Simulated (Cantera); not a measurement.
Standard-state values (1 bar) from the NASA 1993 polynomials, evaluated with Cantera. Values are per mole of reaction as written; species without (g) are pure solids or liquids, kept so even where they would boil at 1 bar.

Question: Between 550 and 850 K, where is each reaction favourable under standard conditions?
- 4 F(g) + Cu2O ⇌ O(g) + 2 CuF2

Answer: 
- 4 F(g) + Cu2O ⇌ O(g) + 2 CuF2: ΔG° is -750 kJ at 550 K and -630 kJ at 850 K; it stays negative (K > 1). ΔH° is -964 kJ and ΔS° -394 J/K at 850 K.
